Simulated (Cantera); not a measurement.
## Catalytic combustion on Pt

An isothermal plug-flow reactor at 775 K and 20000 Pa (inlet), inlet velocity 0.2 m/s, active area per volume 300 1/m; feed CO : O2 : N2 : H2O = 0.0085 : 0.012 : 0.79 : 0.011 (molar parts).

Detailed kinetics in Cantera: Deutschmann's 1995 Pt surface mechanism with GRI-Mech 3.0 gas chemistry. Catalytic surfaces can have several steady states; this one follows from the mechanism file's or the stated starting coverage. Mass transfer to the wall is taken as infinitely fast.

```json
[
 {"z (m)": "4.6e-05", "x CO": "0.00905", "x O2": "0.0140", "x H2O": "0.0134", "x CO2": "0.00130", "θ free Pt": "0.281", "θ O*": "0.00374", "θ OH*": "0.000206", "θ CO*": "0.715"},
 {"z (m)": "9e-05", "x CO": "0.00771", "x O2": "0.0133", "x H2O": "0.0134", "x CO2": "0.00265", "θ free Pt": "0.302", "θ O*": "0.00423", "θ OH*": "0.000227", "θ CO*": "0.694"},
 {"z (m)": "0.00017", "x CO": "0.00477", "x O2": "0.0118", "x H2O": "0.0134", "x CO2": "0.00561", "θ free Pt": "0.372", "θ O*": "0.00638", "θ OH*": "0.000309", "θ CO*": "0.621"},
 {"z (m)": "0.00033", "x CO": "0.000192", "x O2": "0.00958", "x H2O": "0.0135", "x CO2": "0.0102", "θ free Pt": "0.129", "θ O*": "0.868", "θ OH*": "0.00213", "θ CO*": "0.000159"},
 {"z (m)": "0.00065", "x CO": "2.19e-5", "x O2": "0.00949", "x H2O": "0.0135", "x CO2": "0.0104", "θ free Pt": "0.116", "θ O*": "0.882", "θ OH*": "0.00203", "θ CO*": "1.42e-5"},
 {"z (m)": "0.0012", "x CO": "7.11e-7", "x O2": "0.00948", "x H2O": "0.0135", "x CO2": "0.0104", "θ free Pt": "0.114", "θ O*": "0.884", "θ OH*": "0.00202", "θ CO*": "4.52e-7"},
 {"z (m)": "0.0024", "x CO": "4.23e-10", "x O2": "0.00948", "x H2O": "0.0135", "x CO2": "0.0104", "θ free Pt": "0.114", "θ O*": "0.884", "θ OH*": "0.00202", "θ CO*": "2.69e-10"},
 {"z (m)": "0.0046", "x CO": "<1e-12", "x O2": "0.00948", "x H2O": "0.0135", "x CO2": "0.0104", "θ free Pt": "0.114", "θ O*": "0.884", "θ OH*": "0.00202", "θ CO*": "<1e-12"}
]
```
x: gas mole fraction; θ: surface coverage.
